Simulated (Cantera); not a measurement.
Input: 1 mol Si3H8, 0.11 mol HCl, 140 mol N2, equilibrated at 1027 °C and 1.00 bar.

Equilibrium computed with Cantera from the NASA thermochemical tables; the gas is ideal and each condensed phase is pure. Candidate condensed phases: NH4Cl, Si, Si3N4; 28 gas species. The feed counts by its element totals alone. N2 is the only nitrogen source here; it is nearly inert below about 1500 K, so the nitride shown seldom forms there in practice. Rates play no part.

Base state: N2 0.971, H2 0.0281, HCl 0.000774 (mole fractions); condensed: Si3N4(s).

What changes in the equilibrium state with this change: Si3H8 replaced by SiH4?


| species | before | after |
|---|---|---|
| N2 | 0.971 | 0.985 |
| H2 | 0.0281 | 0.0141 |
| HCl | 0.000774 | 0.000778 |
| Si3N4(s), mol | 1.00 | 0.333 |
